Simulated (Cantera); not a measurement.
Charge: 1 mol CS2, 0.089 mol SO2, equilibrated at 2825 °C and 13.0 Pa.

These are equilibrium values from Cantera (NASA tables, ideal gas, pure condensed phases), not measurements of a reactor. Candidate condensed phases: C, S; 22 gas species. Equilibrium is a limit: real reactors are often held back by kinetics, nucleation or transport.

Base state: S 0.569, CS 0.332, CO 0.0768, C 0.0220, S2 0.000377, C2 0.000359, C3 7.93e-5, CS2 2.79e-5 (mole fractions); condensed: gas only.

What changes in the equilibrium state with this change: pressure from 13.0 Pa to 12.0 bar?


```
species    before     after
-------  --------  --------
CS          0.332     0.322
S2       0.000377     0.283
CS2       2.79e-5     0.225
S           0.569    0.0513
C          0.0220   2.57e-6
CO         0.0768     0.118
COS       6.32e-8  0.000806
C2       0.000359   4.50e-7
C3        7.93e-5   1.07e-6
```

What changes in the equilibrium state with this change: temperature from 2825 °C to 875 °C?


```tsv
species	before	after
CS2	2.79e-5	0.672
S2	0.000377	0.182
CO	0.0768	0.145
S	0.569	7.39e-6
CS	0.332	0.000173
C	0.0220	<1e-9
C2	0.000359	<1e-9
C3	7.93e-5	<1e-9
COS	6.32e-8	0.000750
```
Gases not in the tables: S3 to S7.

What changes in the equilibrium state with this change: SO2 from 0.089 to 0.65 mol?


```tsv
species	before	after
S	0.569	0.670
CO	0.0768	0.254
O	2.43e-7	0.0739
CS	0.332	4.25e-6
C	0.0220	2.40e-7
C2	0.000359	<1e-9
SO	6.18e-9	0.00221
```
